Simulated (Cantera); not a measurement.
A closed system holds: 1 mol Si₂Cl₆, 0.33 mol HCl, 23 mol H₂, held at 998 K.

Method: chemical equilibrium by Gibbs-energy minimisation in Cantera with the NASA 1993 tables (ideal gas, pure condensed phases). Candidate condensed phases: Si; 19 gas species. The feed counts by its element totals alone. The tables' values for SiCl₃ are old estimates; treat these amounts as uncertain. Kinetics and transport are ignored.

Question: At 0.160 bar, list the 4 most abundant gas species with their mole fractions, and the condensed phases.

Answer: H₂ 0.919, SiCl₄ 0.0446, SiHCl₃ 0.0193, HCl 0.0147. Condensed: Si(s).
